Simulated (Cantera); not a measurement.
A closed system holds: 1 mol CH₂F₂, 0.08 mol HCl, at 13.3 mbar.

Equilibrium computed with Cantera from the NASA thermochemical tables; the gas is ideal and each condensed phase is pure. Candidate condensed phases: C, C₆H₆, C₇H₈, C₈H₁₈; 118 gas species. Rates play no part.

Question: At 2775 K, list the 5 most abundant gas species with their mole fractions, and the condensed phases.

Answer: HF 0.874, H 0.0501, Cl 0.0309, F 0.0292, H₂ 0.00597. Condensed: C(graphite).
